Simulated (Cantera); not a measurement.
A closed system holds: 1 mol toluene, 0.7 mol H2O, at 600 K.

Cantera equilibrium calculation (NASA polynomials, part measured and part estimated; ideal gas, pure solids and liquids). Candidate condensed phases: C, C6H6, C7H8, C8H18, H2O; 110 gas species. The ideal-gas law is rough above about 30 bar. Equilibrium is a limit: real reactors are often held back by kinetics, nucleation or transport.

**Question.** What share of the C ends up in condensed phases as a function of P (Pa), at 10, 100, 1000, 10000, 100000, 1000000, 10000000?

**Answer.** 
| P (Pa) | C condensed (%) | as |
|---|---|---|
| 10 | 95.2 | C(graphite) |
| 100 | 94.1 | C(graphite) |
| 1000 | 84.4 | C(graphite) |
| 10000 | 75.8 | C(graphite) |
| 100000 | 72.3 | C(graphite) |
| 1000000 | 71.2 | C(graphite) |
| 10000000 | 70.8 | C(graphite) |
